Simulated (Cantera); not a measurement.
Gas mixture: 14.9 % NO, 26.1 % H2O, 59.0 % O2, at 16000 Pa, frozen composition.

Cantera's kinetic-theory transport with the Lennard-Jones parameters of GRI-Mech 3.0, ideal gas; thermal conductivity in the mixture-averaged form. Polar gases are described roughly by these parameters. The composition is frozen, though it would react at the higher temperatures.

One state of this run: ρ (kg/m³) = 0.0900; cp (J/kg/K) = 1179; μ (µPa s) = 30.6; λ (mW/m/K) = 50.6; Pr = 0.712; D (cm²/s) O = 7.20; D (cm²/s) OH = 7.06; D (cm²/s) NO = 4.55. D: mixture-averaged diffusion coefficient of that species in the mixture.

### Question
Which value of T (K) does it belong to?
A) 1400
B) 800
C) 1200
D) 600

### Answer
D, 600
